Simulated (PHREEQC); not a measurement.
Consider water at 13 °C with 0.096 mol/kgw KOH, 8e-06 mol/kgw H4SiO4 and 0.00027 mol/kgw CO2. Closed to the air; pH follows from the charge balance.

Equilibrium calculation in PHREEQC: ion-association model, wateq4f.dat.

```csv
quantity,before,after
pH,13.29,13.56
HCO3- (mol/kgw),1.97e-7,8.97e-8
```

Task: What was changed between the two runs?
A. KOH from 0.096 to 0.192 mol/kgw
B. temperature from 13 to 10 °C
C. H4SiO4 left out
D. H4SiO4 from 8e-06 to 8e-07 mol/kgw
E. CO2 replaced by NH4HCO3 at the same molality

Result: A, KOH from 0.096 to 0.192 mol/kgw

Precipitation was switched off in this run. At this temperature some constants are extrapolated from 25 °C, and those without enthalpy data are left unchanged.
